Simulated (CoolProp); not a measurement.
Vapour-liquid equilibrium of R22 (1) + R152A (2) at 201.3 K; x and y are mole fractions of (1).

The numbers come from the multi-fluid Helmholtz-energy mixture model, Kamei 1995 and Outcalt 1996; pair parameters Bell 2016 in CoolProp.

```csv
x,"bubble pressure, mixture model (MPa)","bubble pressure, Raoult's law (MPa)","y, mixture model","y, Raoult's law"
0.05,0.007118,0.007268,0.106,0.125
0.15,0.007998,0.008414,0.289,0.324
0.25,0.008935,0.009561,0.441,0.475
0.35,0.009944,0.01071,0.569,0.594
0.45,0.01103,0.01185,0.676,0.689
0.55,0.01221,0.01300,0.766,0.768
0.65,0.01346,0.01415,0.840,0.834
0.75,0.01477,0.01529,0.900,0.891
0.85,0.01613,0.01644,0.948,0.939
0.95,0.01749,0.01759,0.985,0.981
```

The largest gap from Raoult's law is -7.2 % in bubble pressure, at x = 0.35. No azeotrope shows between x = 0.05 and 0.95.

Pair parameters are fitted to limited data, so mixtures are less certain than the pure fluids.
